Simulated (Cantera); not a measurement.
Input: 1 mol Si, 4.8 mol H₂, equilibrated at 18.0 bar.

Equilibrium computed with Cantera from the NASA thermochemical tables; the gas is ideal and each condensed phase is pure. Candidate condensed phases: Si; 9 gas species. Equilibrium is a limit: real reactors are often held back by kinetics, nucleation or transport. All values below are at 1048 K.

Base state: H₂ 1.000 (mole fractions); condensed: Si(s).

Question: What changes in the equilibrium state with this change: 0.23 mol Cl₂ added?

Answer: 
| species | before | after |
|---|---|---|
| H₂ | 1.000 | 0.967 |
| SiHCl₃ | 0 | 0.0167 |
| SiCl₄ | 0 | 0.00756 |
| HCl | 0 | 0.00446 |
| SiH₂Cl₂ | 0 | 0.00422 |
| Si(s), mol | 1.000 | 0.858 |
The tables' values for SiCl₃ are old estimates; treat these amounts as uncertain.
